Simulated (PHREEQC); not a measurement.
0.016 g of hydrous ferric oxide (600 m²/g; 0.2 weak and 0.005 strong sites per Fe, Dzombak-Morel constants, diffuse double layer) in 1 kg of water with 0.3 mol/kgw of an inert sodium salt and 1.1e-06 mol/kgw Ag2SO4 and 1.6e-05 mol/kgw CuCl2, at 25 °C; the pH is set by adding NaOH or the inert anion's acid. O2 is buffered at 0.21 atm. CO2 from the air is kept out. Precipitation was switched off in this run.

Base run: PHREEQC, ion-association model, wateq4f.dat. Each further column changes one thing. The table gives Cu sorbed (%).

```
pH     base  no electrostatic term (-no_edl)  background salt from 0.3 to 0.03 mol/kgw  oxide from 0.016 to 0.08 g/kgw  2.1e-05 mol/kgw Na2SO4 added
-----  ----  -------------------------------  ----------------------------------------  ------------------------------  ----------------------------
4       0.1                              0.1                                       0.2                             0.6                           0.1
4.67    1.8                              2.0                                       2.1                             8.3                           1.8
6      42.9                             62.2                                      40.5                            85.4                          43.3
6.67   80.9                             95.4                                (withheld)                            98.5                          81.2
7.33   90.2                       (withheld)                                      82.2                            99.6                          90.3
8.67   78.5                       (withheld)                                      75.9                            99.2                          78.5
9.33   70.4                       (withheld)                                      72.5                            98.6                          70.4
10     59.1                              6.6                                (withheld)                      (withheld)                          59.1
11.33  21.6                              0.0                                      46.9                            71.9                          21.6
12      4.2                              0.0                                      24.9                            28.7                           4.2
```

Q: What belongs in the gaps?

A: 
- 6.67, background salt from 0.3 to 0.03 mol/kgw: 73.7
- 7.33, no electrostatic term (-no_edl): 98.7
- 8.67, no electrostatic term (-no_edl): 87.1
- 9.33, no electrostatic term (-no_edl): 46.8
- 10, background salt from 0.3 to 0.03 mol/kgw: 67.6
- 10, oxide from 0.016 to 0.08 g/kgw: 97.0

In at least one series the solution becomes supersaturated in solids that the run did not let form, among them Cu(OH)2. The database's constant for dissolved Cu(OH)2 is higher than later reviews accept.
